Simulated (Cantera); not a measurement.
# FeS₂ + SO₂ + H₂O + SO₃ (roasting and sulfation)

Input: 1 mol FeS₂, a varied amount of SO₂, 6.3 mol H₂O, 2.3 mol SO₃, at 1352 °C and 9000 Torr.

Equilibrium computed with Cantera from the NASA thermochemical tables; the gas is ideal and each condensed phase is pure. Candidate condensed phases: Fe, FeO, Fe(OH)₂, Fe(OH)₃, FeS, FeSO₄, FeS₂, Fe₂O₃, Fe₂(SO₄)₃, Fe₃O₄, H₂O, H₂SO₄, S; 22 gas species. Metal and sulfide melt together well below either melting point, which pure phases cannot show. Mutual solubility and eutectic melting of coexisting phases are not modelled. The tables' stoichiometric FeO is somewhat more stable than real wüstite, so its field is too wide. FeO, FeS: taken at fixed stoichiometry. Rates play no part.

From 0.16 mol SO₂ to 0.77 mol SO₂ the condensed part is FeO(s) + FeS(l). From 0.98 mol SO₂ to 1.6 mol SO₂ the condensed part is FeO(s). The main Fe-bearing gas is Fe(OH)₂ throughout.

```csv
n(SO₂) (mol),x H₂O,x SO₂,x S₂,x H₂S,x H₂,n FeO(s),n FeS(l)
0.16,0.587,0.331,0.0350,0.0227,0.0169,0.909,0.0906
0.36,0.576,0.342,0.0358,0.0223,0.0164,0.932,0.0677
0.57,0.564,0.354,0.0366,0.0218,0.0159,0.956,0.0437
0.77,0.553,0.365,0.0373,0.0214,0.0154,0.979,0.0210
0.98,0.543,0.375,0.0379,0.0209,0.0149,1.000,0
1.2,0.533,0.387,0.0375,0.0201,0.0144,1.000,0
1.4,0.524,0.398,0.0371,0.0193,0.0139,1.000,0
1.6,0.515,0.408,0.0367,0.0186,0.0135,1.000,0
```
x: gas mole fraction; n: condensed amount in mol.
